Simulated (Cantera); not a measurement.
Cantera run:

```python
import numpy as np
import cantera as ct

gas_names = """
    CL CL2 H HCL H2 K KCL KH K2 K2CL2
""".split()
cond_names = """
    K(cr) K(L) KCL(s) KCL(L)
""".split()


# ... load() reads the species with a 1 bar reference pressure and builds the phases ...
atoms = {
    'KCl': {'K': 1, 'CL': 1},
    'HCl': {'H': 1, 'CL': 1},
    'H2': {'H': 2},
}
top_T = {}  # K; cautious upper limits of use, not melting points


# ... equilibrate(T, P, feed) seeds the gas with the atoms and calls Mixture.equilibrate('TP', solver="vcs", rtol=1e-11, max_steps=5000) ...
results = []
feed = {'KCl': 1, 'HCl': 0.074, 'H2': 2.3}  # mol
T = 1400  # K
P = 4.9  # Pa
mix = equilibrate(T, P, feed)
results.append((T, P, feed, dict(zip(mix.species_names, mix.species_moles))))
x = sorted(zip(gas.X, gas.species_names), reverse=True)
print(f"T = {T:g} K  P = {P:g} Pa  gas = {mix.phase_moles(0):.4g} mol")
print("   x: " + "  ".join(f"{s} {v:.3e}" for v, s in x if v > 1e-05))
print("   condensed (mol): " + ("  ".join(f"{mix.phase(i).name} {mix.phase_moles(i):.4g}"
      for i in range(1, mix.n_phases) if mix.phase_moles(i) > 1e-12) or "none"))
```

Output:

```
T = 1400 K  P = 4.9 Pa  gas = 3.38 mol
   x: H2 6.789e-01  KCL 2.931e-01  HCL 2.461e-02  K 2.732e-03  H 5.725e-04  K2CL2 2.513e-05  CL 1.709e-05
   condensed (mol): none
```

Equilibrium computed with Cantera from the NASA thermochemical tables; the gas is ideal and each condensed phase is pure.
